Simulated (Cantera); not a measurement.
A perfectly stirred reactor is fed with CH4 : H2 = 1 : 7.7 (molar parts), at 0.0267 bar; it is held at 1650 K, and followed from long to short residence time.

Detailed kinetics in Cantera: GRI-Mech 3.0 (53 species, 325 reactions). GRI-Mech 3.0 stops at C3 and has no aromatics, soot or wall deposition, so with more carbon than oxygen in the feed, carbon stays in small species such as C2H2 where larger ones or solid carbon would form. Radical loss at walls, strong at low pressure, is not modelled.

Q: Predict: x(CH4) at τ = 2.10 s; x(H2) at τ = 2.10 s; x(H) at τ = 2.10 s; x(C2H4) at τ = 2.10 s; x(CH2) at τ = 2.10 s; x(CH4) at τ = 8.90 ms; x(H2) at τ = 8.90 ms; x(H) at τ = 8.90 ms; x(C2H4) at τ = 8.90 ms; x(CH2) at τ = 8.90 ms.

A: 
```
Item                      Result
----------------------  --------
x(CH4) at τ = 2.10 s      0.0407
x(H2) at τ = 2.10 s        0.925
x(H) at τ = 2.10 s      0.000436
x(C2H4) at τ = 2.10 s   0.000160
x(CH2) at τ = 2.10 s     1.60e-7
x(CH4) at τ = 8.90 ms      0.114
x(H2) at τ = 8.90 ms       0.885
x(H) at τ = 8.90 ms     0.000135
x(C2H4) at τ = 8.90 ms   7.17e-5
x(CH2) at τ = 8.90 ms    4.80e-8
```
